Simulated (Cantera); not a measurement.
Feed: 1 mol borazine, a varied amount of H2O, equilibrated at 1798.15 K and 0.000790 bar.

These are equilibrium values from Cantera (NASA tables, ideal gas, pure condensed phases), not measurements of a reactor. Candidate condensed phases: B, BN, B2O3, B3O3H3, H2O; 39 gas species. The feed counts by its element totals alone. The numbers say what is thermodynamically allowed, not how fast it happens.

Question: Which condensed phases are stable at each of these points (n(H2O) (mol)): 0.56, 0.79, 1.1, 1.6, 2.3, 3.2, 4.6, 6.5?

Answer: 
```json
[
 {"n(H2O) (mol)": "0.56", "condensed phases": "BN(s)", "B condensed (%)": "81.5"},
 {"n(H2O) (mol)": "0.79", "condensed phases": "BN(s)", "B condensed (%)": "74.1"},
 {"n(H2O) (mol)": "1.1", "condensed phases": "BN(s)", "B condensed (%)": "64.1"},
 {"n(H2O) (mol)": "1.6", "condensed phases": "BN(s)", "B condensed (%)": "48.1"},
 {"n(H2O) (mol)": "2.3", "condensed phases": "BN(s)", "B condensed (%)": "25.9"},
 {"n(H2O) (mol)": "3.2", "condensed phases": "gas only", "B condensed (%)": "0.0"},
 {"n(H2O) (mol)": "4.6", "condensed phases": "gas only", "B condensed (%)": "0.0"},
 {"n(H2O) (mol)": "6.5", "condensed phases": "gas only", "B condensed (%)": "0.0"}
]
```

From 0.56 mol H2O to 2.3 mol H2O the condensed part is BN(s). From 3.2 mol H2O to 6.5 mol H2O nothing is condensed.
